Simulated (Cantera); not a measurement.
A perfectly stirred reactor is fed with H2 : O2 = 0.0069 : 1 (molar parts), equivalence ratio 0.0034, at 2670 Pa; it is held at 1375 K, and followed from long to short residence time.

Computed with Cantera and GRI-Mech 3.0 (53 species, 325 reactions). Radical loss at walls, strong at low pressure, is not modelled.

x: mole fraction; the columns are a selection and need not sum to one.

```tsv
τ (s)	x H2	x O2	x H2O2	x H2O	x O	x OH
0.76	1.66e-5	0.991	?	0.00661	0.00161	0.000462
0.37	2.50e-5	0.991	?	0.00655	0.00231	0.000557
0.18	3.83e-5	0.990	?	0.00647	0.00314	0.000655
0.090	5.91e-5	0.989	?	0.00639	0.00395	0.000748
0.044	9.68e-5	0.988	?	0.00629	0.00465	0.000842
0.022	0.000164	0.988	?	0.00616	0.00508	0.000939
0.011	0.000289	0.987	?	0.00596	0.00525	0.00106
0.0052	0.000546	0.987	?	0.00561	0.00512	0.00122
0.0026	0.000989	0.988	?	0.00507	0.00471	0.00138
```

Q: Some entries are withheld; supply them.

A: 
- 0.76, x H2O2: 8.84e-9
- 0.37, x H2O2: 1.05e-8
- 0.18, x H2O2: 1.22e-8
- 0.090, x H2O2: 1.37e-8
- 0.044, x H2O2: 1.54e-8
- 0.022, x H2O2: 1.74e-8
- 0.011, x H2O2: 2.02e-8
- 0.0052, x H2O2: 2.46e-8
- 0.0026, x H2O2: 2.96e-8
